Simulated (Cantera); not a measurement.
Cantera run:

```python
import numpy as np
import cantera as ct

gas_names = """
    H HO2 H2 H2O H2O2 H2S H2SO4 Mg MgH MgO MgOH MgO2H2 MgS Mg2 O OH O2 O3 S SH SO SO2 SO3 S2 S2O S8
""".split()
cond_names = """
    H2O(s) H2O(L) H2SO4(L) Mg(cr) Mg(L) MgO(s) MgO(L) MgO2H2(s) MgS(s) MgSO4(s) MgSO4(L) S(cr1) S(cr2)
    S(L)
""".split()


# ... load() reads the species with a 1 bar reference pressure and builds the phases ...
atoms = {
    'MgO': {'Mg': 1, 'O': 1},
    'SO3': {'S': 1, 'O': 3},
    'H2O': {'H': 2, 'O': 1},
}
top_T = {'MgS(s)': 2250}  # K; cautious upper limits of use, not melting points


# ... equilibrate(T, P, feed) seeds the gas with the atoms and calls Mixture.equilibrate('TP', solver="vcs", rtol=1e-11, max_steps=5000) ...
results = []
feed = {'MgO': 1, 'SO3': 0.54, 'H2O': 0.47}  # mol
P = 10000  # Pa
for T in [1075, 1125, 1175, 1225, 1275, 1325, 1375, 1425, 1475, 1525, 1575, 1625, 1675, 1725]:
    mix = equilibrate(T, P, feed)
    results.append((T, P, feed, dict(zip(mix.species_names, mix.species_moles))))
    x = sorted(zip(gas.X, gas.species_names), reverse=True)
    print(f"T = {T:g} K  P = {P:g} Pa  gas = {mix.phase_moles(0):.4g} mol")
    print("   x: " + "  ".join(f"{s} {v:.3e}" for v, s in x if v > 1e-05))
    print("   condensed (mol): " + ("  ".join(f"{mix.phase(i).name} {mix.phase_moles(i):.4g}"
          for i in range(1, mix.n_phases) if mix.phase_moles(i) > 1e-12) or "none"))
```

Result:

```
T = 1075 K  P = 10000 Pa  gas = 0.4851 mol
   x: H2O 9.689e-01  SO2 2.040e-02  O2 1.020e-02  SO3 5.192e-04
   condensed (mol): MgO(s) 0.4701  MgSO4(s) 0.5299
T = 1125 K  P = 10000 Pa  gas = 0.5264 mol
   x: H2O 8.929e-01  SO2 7.004e-02  O2 3.502e-02  SO3 2.037e-03
   condensed (mol): MgO(s) 0.4979  MgSO4(s) 0.5021
T = 1175 K  P = 10000 Pa  gas = 0.7017 mol
   x: H2O 6.698e-01  SO2 2.154e-01  O2 1.077e-01  SO3 7.068e-03
   condensed (mol): MgO(s) 0.6161  MgSO4(s) 0.3839
T = 1225 K  P = 10000 Pa  gas = 1.272 mol
   x: SO2 4.120e-01  H2O 3.695e-01  O2 2.060e-01  SO3 1.248e-02  OH 1.420e-05
   condensed (mol): MgO(s) 1
T = 1275 K  P = 10000 Pa  gas = 1.274 mol
   x: SO2 4.150e-01  H2O 3.688e-01  O2 2.075e-01  SO3 8.694e-03  OH 2.660e-05
   condensed (mol): MgO(s) 1
T = 1325 K  P = 10000 Pa  gas = 1.276 mol
   x: SO2 4.170e-01  H2O 3.683e-01  O2 2.085e-01  SO3 6.213e-03  OH 4.751e-05
   condensed (mol): MgO(s) 1
T = 1375 K  P = 10000 Pa  gas = 1.277 mol
   x: SO2 4.183e-01  H2O 3.680e-01  O2 2.091e-01  SO3 4.544e-03  OH 8.134e-05
   condensed (mol): MgO(s) 1
T = 1425 K  P = 10000 Pa  gas = 1.278 mol
   x: SO2 4.192e-01  H2O 3.677e-01  O2 2.096e-01  SO3 3.396e-03  OH 1.341e-04
   condensed (mol): MgO(s) 1
T = 1475 K  P = 10000 Pa  gas = 1.278 mol
   x: SO2 4.198e-01  H2O 3.675e-01  O2 2.099e-01  SO3 2.588e-03  OH 2.137e-04
   condensed (mol): MgO(s) 1
T = 1525 K  P = 10000 Pa  gas = 1.279 mol
   x: SO2 4.203e-01  H2O 3.674e-01  O2 2.100e-01  SO3 2.008e-03  OH 3.303e-04
   condensed (mol): MgO(s) 1
T = 1575 K  P = 10000 Pa  gas = 1.279 mol
   x: SO2 4.206e-01  H2O 3.672e-01  O2 2.102e-01  SO3 1.583e-03  OH 4.966e-04  O 1.552e-05  H2 1.246e-05
   condensed (mol): MgO(s) 1
T = 1625 K  P = 10000 Pa  gas = 1.279 mol
   x: SO2 4.208e-01  H2O 3.670e-01  O2 2.102e-01  SO3 1.267e-03  OH 7.279e-04  O 2.822e-05  H2 2.243e-05
   condensed (mol): MgO(s) 1
T = 1675 K  P = 10000 Pa  gas = 1.28 mol
   x: SO2 4.209e-01  H2O 3.667e-01  O2 2.102e-01  OH 1.043e-03  SO3 1.028e-03  O 4.953e-05  H2 3.900e-05  SO 1.278e-05
   condensed (mol): MgO(s) 1
T = 1725 K  P = 10000 Pa  gas = 1.28 mol
   x: SO2 4.210e-01  H2O 3.664e-01  O2 2.101e-01  OH 1.463e-03  SO3 8.441e-04  O 8.414e-05  H2 6.567e-05  SO 2.395e-05
   condensed (mol): MgO(s) 1
```

Equilibrium computed with Cantera from the NASA thermochemical tables; the gas is ideal and each condensed phase is pure. Mutual solubility and eutectic melting of coexisting phases are not modelled.
